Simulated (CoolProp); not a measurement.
Properties of toluene along the isobar 0.922 MPa.

Computed with CoolProp (reference Helmholtz-energy equation of state, Lemmon 2006). It is a short technical equation, of lower accuracy than the large ones.

```csv
T (K),phase,density (kg/m³),speed of sound (m/s),expansivity (1/kK),conductivity (mW/(m K))
442.5,liquid,715.9,743.7,1.667,94.0
458.7,liquid,695.9,681.2,1.831,90.6
474.8,liquid,674.6,617.3,2.046,87.6
490.9,gas,25.36,179.4,3.964,28.7
507.1,gas,23.88,187.2,3.474,30.4
523.2,gas,22.65,194.0,3.121,32.3
539.3,gas,21.59,200.2,2.850,34.1
555.5,gas,20.65,205.9,2.633,36.0
571.6,gas,19.83,211.2,2.456,37.9
587.7,gas,19.08,216.2,2.308,39.8
603.9,gas,18.40,220.9,2.180,41.8
620,gas,17.78,225.4,2.070,43.7
```

Thermal conductivity comes from a separate model (Assael 2012).
